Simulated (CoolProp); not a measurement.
Vapour-liquid equilibrium of R227EA (1) + isobutane (2) at 339.1 K; x and y are mole fractions of (1).

Computed with CoolProp (multi-fluid Helmholtz-energy mixture model, Lemmon 2016 and Bücker 2006; pair parameters Bell 2016).

Give the bubble pressure and the first vapour's composition at x = 0.35, 0.5, 0.95. Is there an azeotrope?

x = 0.35: 1495 kPa, y = 0.453; x = 0.5: 1558 kPa, y = 0.544; x = 0.95: 1414 kPa, y = 0.926. y crosses x between x = 0.5 and 0.65: the model has an azeotrope there.

Pair parameters are fitted to limited data, so mixtures are less certain than the pure fluids.
